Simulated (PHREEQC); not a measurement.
A solution holds 4.5 mmol/kgw NaHF2, at 25 °C. Closed to the air; pH follows from the charge balance.

Equilibrium calculation in PHREEQC: ion-association model, phreeqc.dat.

```yaml
pH: 3.26
ionic_strength: 0.00508 mol/kgw
specific_conductance: 669 µS/cm
total_alkalinity: -4.50 meq/kg
```

| species | molality | activity | log γ |
|---|---|---|---|
| F- | 0.00501 | 0.00463 | -0.034 |
| Na+ | 0.00449 | 0.00416 | -0.033 |
| HF | 0.00383 | 0.00384 | 0.001 |
| H+ | 0.000592 | 0.000552 | -0.030 |
| HF2- | 7.37e-5 | 6.83e-5 | -0.033 |
| NaF | 1.11e-5 | 1.11e-5 | 0.001 |

This is a speciation only: nothing precipitates in the calculation. Species that the database lacks are ignored.
